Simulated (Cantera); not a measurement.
Premixed flame

A freely propagating, adiabatic, planar premixed flame of 7.62 % CH4, 5.64 % CO, 15.1 % O2, 71.6 % N2, unburnt at 650 K and 2.86 atm; mixture-averaged transport, grid criteria slope 0.08 and curve 0.16, no radiation.

Model: GRI-Mech 3.0 (53 species, 325 reactions), integrated in Cantera. Burning velocities carry a grid error of a few per cent, more on coarse grids.

```
z (mm)   T (K)  u (m/s)     x CH4    x CO      x O2    x CH2O    x NO2       x O
-------  -----  -------  --------  ------  --------  --------  -------  --------
-0.476     650    0.877    0.0761  0.0563     0.151   2.48e-7    <1e-8     <1e-8
-0.317     653    0.883    0.0757  0.0562     0.150   3.28e-6    <1e-8     <1e-8
-0.238     665    0.902    0.0748  0.0562     0.149   2.01e-5  3.60e-8     <1e-8
-0.159     734     1.00    0.0704  0.0569     0.144  0.000159  2.10e-7   4.74e-8
-0.0793   1093     1.51    0.0494  0.0634     0.115  0.000861  2.86e-7   8.20e-6
-0.0396   1459     2.02    0.0272  0.0719    0.0808  0.000940  8.70e-8   8.28e-5
0         1809     2.51   0.00663  0.0786    0.0411  0.000472  1.56e-8  0.000526
0.0396    1964     2.71  0.000506  0.0719    0.0178   7.59e-5    <1e-8   0.00143
0.0793    2017     2.77   2.05e-5  0.0620   0.00959   4.04e-6    <1e-8   0.00174
0.159     2072     2.83   4.75e-8  0.0533   0.00541   1.18e-8    <1e-8   0.00143
0.317     2129     2.90     <1e-8  0.0498   0.00331     <1e-8    <1e-8  0.000885
0.634     2179     2.96     <1e-8  0.0482   0.00175     <1e-8    <1e-8  0.000433
1.27      2213     3.00     <1e-8  0.0470  0.000751     <1e-8    <1e-8  0.000174
```
x: mole fraction of selected species; z is measured from the peak of heat release.

The laminar burning velocity is 87.6 cm/s, the thermal thickness comes out as 0.159 mm and the peak x(CH2O) is 0.000991. The peak x(O) comes out as 0.00174 and the grid points is 151.
